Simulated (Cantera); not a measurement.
An adiabatic, constant-volume homogeneous reactor starts with 5.52 % CH4, 7.34 % O2, 81.1 % N2, 6.07 % H2O, equivalence ratio 1.5, at 1523 K and 500000 Pa.

Model: GRI-Mech 3.0 (53 species, 325 reactions), integrated in Cantera.

Task: Predict: time of steepest temperature rise; temperature at 1.00 s; equilibrium temperature; x(O2) at 1.00 s; x(H2O) at 1.00 s; x(HO2) at 1.00 s; x(NO2) at 1.00 s.

Result: 
- time of steepest temperature rise = 0.996 ms
- temperature at 1.00 s = 2332 K
- equilibrium temperature = 2332 K
- x(O2) at 1.00 s = 8.84e-6 (gas-phase equilibrium 8.84e-6)
- x(H2O) at 1.00 s = 0.126 (gas-phase equilibrium 0.126)
- x(HO2) at 1.00 s = 8.83e-9 (gas-phase equilibrium 8.83e-9)
- x(NO2) at 1.00 s = 2.13e-9 (gas-phase equilibrium 2.13e-9)
